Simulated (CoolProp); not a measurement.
Vapour-liquid equilibrium of fluoroethane (R161) (1) + R1234yf (2) at 0.0399 MPa; x and y are mole fractions of (1).

Values from CoolProp's multi-fluid Helmholtz-energy mixture model, Wu 2012 and Lemmon 2022; pair parameters Bell 2016.

Problem. Give the bubble temperature and the first vapour's composition at x = 0.05, 0.2, 0.8. Is there an azeotrope?

Solution. x = 0.05: 223.8 K, y = 0.081; x = 0.2: 222.1 K, y = 0.291; x = 0.8: 217.9 K, y = 0.841. No azeotrope shows between x = 0.05 and 0.95.

The pair parameters rest on a limited set of measurements; away from them the model extrapolates.
